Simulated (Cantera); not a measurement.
Source: NASA polynomial tables (part measured, part estimated), evaluated in Cantera. Values are per mole of reaction as written; species without (g) are pure solids or liquids, kept so even where they would boil at 1 bar.

NbO2(g) + 4 NH3(g) ⇌ Nb + 12 H(g) + 2 N2O(g), with ΔH° = 3163.2 kJ and ΔS° = 810.1 J/K at 300 K.

### Question
How far is the shortcut ΔG° ≈ ΔH°(300 K) − T·ΔS°(300 K) from the full temperature-dependent value at 1000, 1150, 1300, 1450, 1600, 1750, 1900 K?

### Answer
```tsv
T (K)	shortcut (kJ)	full (kJ)	difference (kJ)	difference in log10 K
1000	2353.1	2277.5	75.6	-3.95
1150	2231.6	2129.3	102.3	-4.65
1300	2110.1	1979.1	131.0	-5.26
1450	1988.6	1827.5	161.1	-5.80
1600	1867.1	1674.6	192.5	-6.28
1750	1745.5	1520.6	224.9	-6.71
1900	1624.0	1365.8	258.2	-7.10
```
The shortcut ignores the heat-capacity change of the reaction.
